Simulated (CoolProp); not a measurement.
C3F8 (R218) along the isotherm 440 K: Z from the reference equation and from simpler models built on Tc = 345.0 K, pc = 2.640 MPa, ω = 0.317; each cubic takes its own stable root.

Computed with CoolProp (reference Helmholtz-energy equation of state, Lemmon 2006). It is a short technical equation, of lower accuracy than the large ones.

```
p (MPa)          phase  reference  van der Waals  Soave-Redlich-Kwong
-------  -------------  ---------  -------------  -------------------
1.33               gas     0.9310         0.9142               0.9331
2.67     supercritical     0.8585         0.8170               0.8684
4        supercritical     0.7889         0.7114               0.8113
5.33     supercritical     0.7317         0.6255                    …
6.67     supercritical          …         0.6091               0.7437
8        supercritical     0.6854         0.6386               0.7397
9.33     supercritical     0.6948         0.6848                    …
10.7     supercritical     0.7189         0.7393                    …
12       supercritical          …              …               0.8016
13.3     supercritical     0.7861         0.8496               0.8332
14.7     supercritical     0.8281         0.9103               0.8701
16       supercritical     0.8689         0.9670               0.9060
17.3     supercritical     0.9107          1.024               0.9429
18.7     supercritical     0.9565          1.085               0.9834
20       supercritical     0.9994          1.141                1.021
```

Q: Complete the blanks.

A: 
- 5.33, Soave-Redlich-Kwong: 0.7679
- 6.67, reference: 0.6963
- 9.33, Soave-Redlich-Kwong: 0.7512
- 10.7, Soave-Redlich-Kwong: 0.7738
- 12, reference: 0.7501
- 12, van der Waals: 0.7938
